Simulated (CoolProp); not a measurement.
Carbon dioxide along the isobar 9850 kPa: fugacity coefficient from the reference equation and from simpler models built on Tc = 304.1 K, pc = 7377 kPa, ω = 0.224; each cubic takes its own stable root.

Values from CoolProp's reference Helmholtz-energy equation of state, Span 1996.

```csv
T (K),phase,reference
292.2,liquid,0.4403
300.7,liquid,0.5013
309.3,supercritical,0.5621
317.8,supercritical,0.6161
326.3,supercritical,0.6565
334.9,supercritical,0.6888
343.4,supercritical,0.7160
351.9,supercritical,0.7398
360.5,supercritical,0.7613
```

**Question.** How far does each simpler model (van der Waals, Soave-Redlich-Kwong) lie from the reference over these 9 states: mean and median of the absolute difference, and the worst?

**Answer.** 
- van der Waals: mean 4.4 %, median 1.9 %, worst +16.7 % at 292.2 K and 9850 kPa
- Soave-Redlich-Kwong: mean 1.6 %, median 1.2 %, worst +2.8 % at 292.2 K and 9850 kPa
